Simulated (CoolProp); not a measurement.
Values from CoolProp's reference Helmholtz-energy equation of state, Wagner 2002.

Question: For water, give the phase and the cp (kJ/(kg K)) at 1000 K and 51.2 kPa; 1000 K and 110 kPa; 1000 K and 512 kPa.

Answer: 
- 1000 K and 51.2 kPa: gas; cp 2.29
- 1000 K and 110 kPa: gas; cp 2.29
- 1000 K and 512 kPa: gas; cp 2.30
